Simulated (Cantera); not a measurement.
A Cantera script and what it prints.

```python
import numpy as np
import cantera as ct

gas_names = [...]  # 87 gases of nasa_gas.yaml made of C, H, Si
cond_names = """
    C(gr) C6H6(L) C7H8(L) C8H18(L),n-octa Si(cr) Si(L) SiC(b)
""".split()


# ... load() reads the species with a 1 bar reference pressure and builds the phases ...
atoms = {
    'SiH4': {'Si': 1, 'H': 4},
    'CH4': {'C': 1, 'H': 4},
    'H2': {'H': 2},
}
top_T = {'C(gr)': 4500, 'SiC(b)': 3050}  # K; cautious upper limits of use, not melting points


# ... equilibrate(T, P, feed) seeds the gas with the atoms and calls Mixture.equilibrate('TP', solver="vcs", rtol=1e-11, max_steps=5000) ...
results = []
feed = {'SiH4': 1, 'CH4': 1.4, 'H2': 1900}  # mol
P = 240  # Pa
for T in [1298, 1398, 1498, 1598, 1698, 1798, 1898]:
    mix = equilibrate(T, P, feed)
    results.append((T, P, feed, dict(zip(mix.species_names, mix.species_moles))))

top = {s: max(r[3][s] / sum(r[3][g] for g in gas_names) for r in results) for s in gas_names}
cols = sorted((s for s in top if top[s] > 1e-06), key=lambda s: -top[s])[:5]
seen = [c for c in cond_names if any(r[3].get(c, 0) > 1e-12 for r in results)]
print("log10 of partial pressures in bar; condensed amounts in mol")
print(f"{'T/K':>10s}" + "".join(f"{s[:9]:>10s}" for s in cols + seen))
for T, P, feed, n in results:
    ng = sum(n[g] for g in gas_names)
    print(f"{T:10.4g}" + "".join(f"{np.log10(max(n[s] / ng * P / 1e5, 1e-99)):10.3f}" for s in cols)
          + "".join(f"{n.get(c, 0):10.4g}" for c in seen))
```

Result:

```
log10 of partial pressures in bar; condensed amounts in mol
       T/K        H2         H        Si C2H2,acet       CH4     C(gr)    SiC(b)
      1298    -2.620    -7.280   -12.924    -8.873    -7.338    0.3614         1
      1398    -2.620    -6.635   -11.431    -8.230    -7.599    0.3706         1
      1498    -2.620    -6.075   -10.139    -7.675    -7.826    0.3546    0.9999
      1598    -2.620    -5.584    -9.010    -7.190    -8.024    0.2907     0.999
      1698    -2.621    -5.150    -8.016    -6.763    -8.199    0.1292    0.9912
      1798    -2.623    -4.765    -7.062    -6.529    -8.428         0    0.9232
      1898    -2.627    -4.420    -6.241    -6.259    -8.605         0    0.4923
```

Cantera equilibrium calculation (NASA polynomials, part measured and part estimated; ideal gas, pure solids and liquids).
